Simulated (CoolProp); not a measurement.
Properties of R1336mzz(Z) along the isotherm 298 K (Tc = 444.5 K, pc = 29.04 bar, ω = 0.386).

The numbers come from the reference Helmholtz-energy equation of state, McLinden 2020 in CoolProp.

| p (bar) | phase | density (kg/m³) |
|---|---|---|
| 0.459 | gas | 3.119 |
| 0.715 | gas | 4.935 |
| 1.11 | liquid | 1365 |
| 1.73 | liquid | 1365 |
| 2.7 | liquid | 1366 |
| 4.2 | liquid | 1366 |
| 6.54 | liquid | 1367 |
| 10.2 | liquid | 1368 |
| 15.9 | liquid | 1370 |
| 24.7 | liquid | 1373 |
| 38.5 | liquid | 1377 |
| 59.9 | liquid | 1384 |
| 93.2 | liquid | 1394 |
| 145 | liquid | 1407 |
